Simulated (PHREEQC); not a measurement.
Model water analysis in mg/L, 25 °C, pH 6.89, pe 1:

```
constituent          mg/L
------------------  -----
Na                   27.3
K                    42.3
Ca                   55.3
Mg                   45.8
Cl                   44.3
S(6) as SO4            61
Alkalinity as HCO3    391
Mn(2)               0.113
```

Valence states are taken as typed.

Model: ion-association model, wateq4f.dat, run in PHREEQC.

The ionic strength comes out as 0.0119 mol/kgw. What activity coefficients do HCO3-, Ca+2, MgHCO3+, SO4-2, Cl- get?

HCO3- 0.90, Ca+2 0.65, MgHCO3+ 0.89, SO4-2 0.65, Cl- 0.89.

This is a speciation only: nothing precipitates in the calculation.
